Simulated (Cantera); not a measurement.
**NO annealing gas**

A perfectly stirred reactor is fed with 34.5 % NO, 65.5 % N2, at 13300 Pa; it is held at 2023 K, and followed from long to short residence time.

Detailed kinetics in Cantera: GRI-Mech 3.0 (53 species, 325 reactions).

```csv
τ (s),x NO,x N2,x NO2,x O,x O2,x N2O
0.43,0.310,0.672,5.80e-5,0.000344,0.0171,4.04e-5
0.15,0.333,0.661,4.27e-5,0.000250,0.00555,4.77e-5
0.050,0.341,0.657,3.39e-5,0.000201,0.00166,4.93e-5
0.017,0.344,0.656,2.77e-5,0.000164,0.000454,4.64e-5
0.0058,0.344,0.655,1.89e-5,0.000111,8.99e-5,3.80e-5
0.0020,0.345,0.655,7.96e-6,4.88e-5,1.02e-5,2.44e-5
0.00068,0.345,0.655,1.99e-6,1.57e-5,9.03e-7,1.17e-5
```
x: mole fraction; the columns are a selection and need not sum to one.
